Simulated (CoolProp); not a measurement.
Properties of R245fa along the isobar 1.01 bar (Tc = 427.0 K, pc = 36.51 bar, ω = 0.378).

The numbers come from the reference Helmholtz-energy equation of state, Akasaka 2015 in CoolProp.

```
T (K)  phase  density (kg/m³)  expansivity (1/kK)  viscosity (µPa s)
-----  -----  ---------------  ------------------  -----------------
368.2    gas            4.495               2.884               14.6
377.2    gas            4.381               2.800               15.0
386.1    gas            4.275               2.723               15.3
395.1    gas            4.173               2.649               15.7
404.1    gas            4.076               2.581               16.1
413.1    gas            3.983               2.516               16.4
422      gas            3.896               2.456               16.8
431      gas            3.812               2.398               17.1
440      gas            3.732               2.344               17.4
```

Viscosity comes from a separate model (Bell 2016), an estimate that may be off by 10 % or more.
